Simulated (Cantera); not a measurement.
An isothermal, constant-pressure homogeneous reactor starts with C2H6 : N2 = 1 : 1.9 (molar parts), at 1300 K and 12.0 Torr. Integrator tolerance rtol = 1e-08.

Computed with Cantera and GRI-Mech 3.0 (53 species, 325 reactions). GRI-Mech 3.0 stops at C3 and has no aromatics, soot or wall deposition, so with more carbon than oxygen in the feed, carbon stays in small species such as C2H2 where larger ones or solid carbon would form. Radical loss at walls, strong at low pressure, is not modelled.

**Question.** What does this change do: pressure from 12.0 Torr to 100.0 Torr?

**Answer.** 
| quantity | before | after |
|---|---|---|
| x(C2H6) at 10.0 s | 7.19e-6 (gas-phase equilibrium 8.38e-7) | 4.15e-5 (gas-phase equilibrium 3.01e-5) |
| x(C2H4) at 10.0 s | 0.0243 (gas-phase equilibrium 0.00267) | 0.0209 (gas-phase equilibrium 0.0145) |
| x(HCN) at 10.0 s | 2.06e-9 (gas-phase equilibrium 0.0926) | 4.36e-10 (gas-phase equilibrium 0.0879) |
| x(C2H) at 10.0 s | 6.06e-10 (gas-phase equilibrium 9.55e-10) | 5.72e-10 (gas-phase equilibrium 3.05e-10) |
| x(CH4) at 10.0 s | 0.0800 (gas-phase equilibrium 0.0155) | 0.0617 (gas-phase equilibrium 0.0827) |
| x(H) at 10.0 s | 2.57e-6 (gas-phase equilibrium 5.50e-6) | 2.48e-6 (gas-phase equilibrium 1.70e-6) |
| x(H2) at 10.0 s | 0.306 (gas-phase equilibrium 0.390) | 0.328 (gas-phase equilibrium 0.309) |
